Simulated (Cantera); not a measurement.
An adiabatic, constant-volume homogeneous reactor starts with 14.7 % CH4, 2.64 % H2, 13.3 % O2, 67.5 % N2, 1.91 % CO2, at 1523 K and 470000 Pa.

Detailed kinetics in Cantera: GRI-Mech 3.0 (53 species, 325 reactions).

Problem. Predict: time of steepest temperature rise; temperature at 4.00 s; equilibrium temperature; x(CH4) at 4.00 s; x(H2) at 4.00 s; x(O2) at 4.00 s; x(H2O2) at 4.00 s.

Solution. 
| Quantity | Result |
|---|---|
| time of steepest temperature rise | 0.258 ms |
| temperature at 4.00 s | 2532 K |
| equilibrium temperature | 2532 K |
| x(CH4) at 4.00 s | 1.32e-9 (gas-phase equilibrium 1.48e-9) |
| x(H2) at 4.00 s | 0.167 (gas-phase equilibrium 0.167) |
| x(O2) at 4.00 s | 2.16e-6 (gas-phase equilibrium 2.16e-6) |
| x(H2O2) at 4.00 s | 3.54e-9 (gas-phase equilibrium 3.54e-9) |
